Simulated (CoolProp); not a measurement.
A single-stage vapour-compression cycle with fluoroethane (R161): evaporating at 202.15 K (dew point), condensing at 256.15 K (bubble point), superheat 8 K, subcooling 8 K, compressor efficiency 0.8, no pressure losses. Each further row changes one setting.

Values from CoolProp's reference Helmholtz-energy equation of state, Wu 2012.

```
case                              cooling COP  pressure ratio  discharge temperature (K)  refrigerating effect (kJ/kg)  volumetric capacity (kJ/m³)
--------------------------------  -----------  --------------  -------------------------  ----------------------------  ---------------------------
as stated                                2.50            14.8                      341.4                           377                          169
evaporating temperature 207.15 K         2.89            10.8                      331.5                           382                          230
condensing temperature 251.15 K          2.81            12.2                      331.5                           387                          174
subcooling 13 K                          2.57            14.8                      341.4                           387                          174
superheat 18 K                           2.46            14.8                      353.2                           387                          166
compressor efficiency 0.7                2.19            14.8                      356.6                           377                          169
```
